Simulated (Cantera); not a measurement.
An isothermal, constant-pressure homogeneous reactor starts with 13.9 % H₂, 60.6 % O₂, 25.5 % N₂, equivalence ratio 0.12, at 950 K and 0.00829 atm.

Cantera simulation using GRI-Mech 3.0 (53 species, 325 reactions); the numbers are that mechanism's predictions, not measurements. Radical loss at walls, strong at low pressure, is not modelled. The temperature is held fixed by assumption; the heat of reaction is taken as removed at once.

x: mole fraction; the columns are a selection and need not sum to one.

```tsv
t (s)	x H₂	x O₂	x OH	x H₂O	x N₂O	x HO₂
6.00e-5	0.139	0.606	<1e-12	<1e-12	<1e-12	7.34e-12
0.000163	0.139	0.606	1.77e-12	1.81e-12	<1e-12	2.00e-11
0.000445	0.139	0.606	8.22e-12	2.34e-11	<1e-12	5.48e-11
0.00121	0.139	0.606	5.98e-11	3.74e-10	<1e-12	1.53e-10
0.00330	0.139	0.606	3.51e-9	2.98e-8	<1e-12	7.60e-10
0.00899	0.137	0.605	0.000160	0.00141	<1e-12	3.19e-6
0.0245	0.00487	0.558	0.00233	0.125	4.85e-10	6.86e-6
0.0667	0.000861	0.574	0.000830	0.147	9.76e-10	5.89e-6
0.182	8.20e-5	0.576	0.000213	0.150	1.21e-9	2.35e-6
0.495	8.76e-6	0.576	7.13e-5	0.150	1.28e-9	5.40e-7
1.35	1.18e-6	0.577	2.94e-5	0.150	1.30e-9	1.16e-7
3.67	2.15e-7	0.577	1.41e-5	0.150	1.32e-9	2.91e-8
10.0	…	0.577	…	0.150	1.32e-9	…
```

**Question.** Complete the blanks.

**Answer.** 
- 10.0, x H₂: 5.24e-8
- 10.0, x OH: 7.39e-6
- 10.0, x HO₂: 8.53e-9
